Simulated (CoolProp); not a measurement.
A single-stage vapour-compression cycle with chloromethane (R40): evaporating at 307.15 K (dew point), condensing at 332.15 K (bubble point), superheat 5 K, subcooling 2 K, compressor efficiency 0.8, no pressure losses. Each further row changes one setting.

Model: reference Helmholtz-energy equation of state, Thol 2014, in CoolProp.

```json
[
 {"case": "as stated", "cooling COP": "8.80", "pressure ratio": "1.87", "discharge temperature (K)": "361.6", "refrigerating effect (kJ/kg)": "329", "volumetric capacity (kJ/m³)": "5410"},
 {"case": "evaporating temperature 312.15 K", "cooling COP": "11.3", "pressure ratio": "1.64", "discharge temperature (K)": "356.1", "refrigerating effect (kJ/kg)": "331", "volumetric capacity (kJ/m³)": "6200"},
 {"case": "condensing temperature 327.15 K", "cooling COP": "11.2", "pressure ratio": "1.67", "discharge temperature (K)": "352.0", "refrigerating effect (kJ/kg)": "338", "volumetric capacity (kJ/m³)": "5550"},
 {"case": "subcooling 7 K", "cooling COP": "9.03", "pressure ratio": "1.87", "discharge temperature (K)": "361.6", "refrigerating effect (kJ/kg)": "338", "volumetric capacity (kJ/m³)": "5550"},
 {"case": "superheat 15 K", "cooling COP": "8.66", "pressure ratio": "1.87", "discharge temperature (K)": "372.7", "refrigerating effect (kJ/kg)": "340", "volumetric capacity (kJ/m³)": "5320"},
 {"case": "compressor efficiency 0.7", "cooling COP": "7.70", "pressure ratio": "1.87", "discharge temperature (K)": "366.3", "refrigerating effect (kJ/kg)": "329", "volumetric capacity (kJ/m³)": "5410"}
]
```
